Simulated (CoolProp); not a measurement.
Properties of benzene at several states (Tc = 288.9 °C, pc = 4.906 MPa, ω = 0.211).

Values from CoolProp's reference Helmholtz-energy equation of state, Thol 2012.

```
T (°C)  p (MPa)   phase  speed of sound (m/s)  isothermal compressibility (1/MPa)  viscosity (µPa s)  conductivity (mW/(m K))
------  -------  ------  --------------------  ----------------------------------  -----------------  -----------------------
304.45   0.0914     gas                 253.5                               11.01               14.5                     38.6
100.75   0.0869     gas                 203.7                               11.80               9.41                     17.3
297.45   0.0215     gas                 253.0                               46.58               14.3                     37.8
195.75      0.7     gas                 211.0                               1.597               11.7                     27.7
52.85      5.94  liquid                  1204                            0.001136                447                      134
```

Viscosity comes from a separate model (Avgeri 2014). Thermal conductivity comes from a separate model (Assael 2012).
